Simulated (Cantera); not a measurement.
A closed system holds: 1 mol Si3N4, 0.062 mol Si, 0.4 mol H2, at 37.0 mbar.

Equilibrium computed with Cantera from the NASA thermochemical tables; the gas is ideal and each condensed phase is pure. Candidate condensed phases: Si, Si3N4; 18 gas species. Gases not in the tables: Si2H6 and higher silanes. Rates play no part.

**Question.** What share of the Si ends up in condensed phases as a function of T (K), at 2525, 2575, 2625, 2675, 2725, 2775, 2825, 2875, 2925?

**Answer.** 
| T (K) | Si condensed (%) | as |
|---|---|---|
| 2525 | 83.2 | Si(l) |
| 2575 | 73.6 | Si(l) |
| 2625 | 57.1 | Si(l) |
| 2675 | 25.2 | Si(l) |
| 2725 | 0.0 | - |
| 2775 | 0.0 | - |
| 2825 | 0.0 | - |
| 2875 | 0.0 | - |
| 2925 | 0.0 | - |
